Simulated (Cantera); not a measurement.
An isothermal plug-flow reactor at 875 K and 52000 Pa (inlet), inlet velocity 1.4 m/s, active area per volume 2100 1/m; feed CH₄ : O₂ : N₂ : H₂O = 0.028 : 0.013 : 0.79 : 0.016 (molar parts), equivalence ratio 4.3.

Detailed kinetics in Cantera: Deutschmann's 1995 Pt surface mechanism with GRI-Mech 3.0 gas chemistry. Catalytic surfaces can have several steady states; this one follows from the mechanism file's or the stated starting coverage. Mass transfer to the wall is taken as infinitely fast.

Problem. What does this change do: inlet velocity 1.4 to 0.64 m/s?

Solution. 
```csv
quantity,before,after
x(CH₄) at z = 0.092 m,0.0227,0.0223
x(O₂) at z = 0.092 m,0.00176,0.00145
x(H₂O) at z = 0.092 m,0.0355,0.0357
x(CO₂) at z = 0.092 m,9.21e-5,9.21e-5
x(CO) at z = 0.092 m,0.0101,0.0104
θ(free Pt) at the exit,0.0145,0.00975
θ(C*) at the exit,0.984,0.989
```

Problem. What does this change do: pressure from 52000 Pa to 71000 Pa?

Solution. 
| quantity | before | after |
|---|---|---|
| x(CH₄) at z = 0.092 m | 0.0227 | 0.0229 |
| x(O₂) at z = 0.092 m | 0.00176 | 0.00185 |
| x(H₂O) at z = 0.092 m | 0.0355 | 0.0355 |
| x(CO₂) at z = 0.092 m | 9.21e-5 | 0.000147 |
| x(CO) at z = 0.092 m | 0.0101 | 0.00979 |
| θ(free Pt) at the exit | 0.0145 | 0.0144 |
| θ(C*) at the exit | 0.984 | 0.984 |
